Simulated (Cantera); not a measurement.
Charge: 1 mol Cr, 0.36 mol N2O, 9.5 mol H2, held at 2.60 mbar.

Equilibrium computed with Cantera from the NASA thermochemical tables; the gas is ideal and each condensed phase is pure. Candidate condensed phases: Cr, CrN, Cr2N, Cr2O3, H2O; 29 gas species. Mutual solubility and eutectic melting of coexisting phases are not modelled. Rates play no part.

Q: At 1650 K, list the 5 most abundant gas species with their mole fractions, and the condensed phases.

A: H2 0.955, N2 0.0363, Cr 0.00354, H2O 0.00292, H 0.00174. Condensed: Cr(s) + Cr2O3(s).
